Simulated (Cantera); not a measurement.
Input (Python, Cantera):

```python
import numpy as np
import cantera as ct

gas = ct.Solution("gri30.yaml")
gas.TPX = 1950, 10000, {'NO': 1, 'N2': 3.3, 'H2O': 0.0059}
reactor = ct.IdealGasConstPressureReactor(gas, energy="off", clone=False)
net = ct.ReactorNet([reactor])
net.rtol, net.atol = 1e-08, 1e-18
show = ['NO', 'NO2', 'N2', 'N2O', 'O2', 'O']
times = np.geomspace(3e-05, 5, 10)

steps = ct.SolutionArray(gas, extra=["t"])
rows = []
print(f"{'t/s':>10s}{'T/K':>9s}{'P/Pa':>11s}" + "".join(f"{s:>11s}" for s in show))
for t in times:
    while net.time < t:
        t_next = net.step()
        steps.append(gas.state, t=t_next)
    rows.append([np.interp(t, steps.t, y) for y in (steps.T, steps.P, *steps(*show).X.T)])
    print(f"{t:10.3e}{rows[-1][0]:9.1f}{rows[-1][1]:11.4g}" + "".join(f"{x:11.3e}" for x in rows[-1][2:]))
rate = np.gradient(steps.T, steps.t)
print("integrator steps:", len(steps.t))
if steps.T.max() > steps.T[0] + 200:
    print(f"time of steepest temperature rise: {steps.t[rate.argmax()]:.4e} s")
gas.TPX = 1950, 10000, {'NO': 1, 'N2': 3.3, 'H2O': 0.0059}
gas.equilibrate("TP")
print(f"equilibrium (TP): T = {gas.T:.1f} K  " + "  ".join(f"{s} {gas[s].X[0]:.3e}" for s in show))
```

Result:

```
       t/s      T/K       P/Pa         NO        NO2         N2        N2O         O2          O
 3.000e-05   1950.0      1e+04  2.322e-01  4.296e-10  7.664e-01  1.292e-07  5.324e-11  1.285e-07
 1.141e-04   1950.0      1e+04  2.322e-01  6.052e-09  7.664e-01  4.877e-07  7.609e-10  4.781e-07
 4.340e-04   1950.0      1e+04  2.322e-01  8.039e-08  7.664e-01  1.804e-06  1.098e-08  1.685e-06
 1.651e-03   1950.0      1e+04  2.322e-01  8.819e-07  7.664e-01  6.177e-06  2.034e-07  5.220e-06
 6.280e-03   1950.0      1e+04  2.322e-01  5.081e-06  7.664e-01  1.600e-05  8.353e-06  1.576e-05
 2.389e-02   1950.0      1e+04  2.319e-01  4.625e-06  7.665e-01  1.828e-05  1.326e-04  2.952e-05
 9.086e-02   1950.0      1e+04  2.310e-01  7.509e-06  7.669e-01  1.805e-05  5.870e-04  4.987e-05
 3.456e-01   1950.0      1e+04  2.273e-01  1.451e-05  7.688e-01  1.875e-05  2.384e-03  8.566e-05
 1.315e+00   1950.0      1e+04  2.123e-01  2.726e-05  7.762e-01  1.680e-05  9.804e-03  1.569e-04
 5.000e+00   1950.0      1e+04  1.547e-01  3.921e-05  8.050e-01  8.731e-06  3.853e-02  2.914e-04
integrator steps: 867
equilibrium (TP): T = 1950.0 K  NO 5.180e-03  NO2 2.257e-06  N2 8.796e-01  N2O 9.773e-08  O2 1.132e-01  O 4.831e-04
```

Cantera simulation using GRI-Mech 3.0 (53 species, 325 reactions); the numbers are that mechanism's predictions, not measurements.
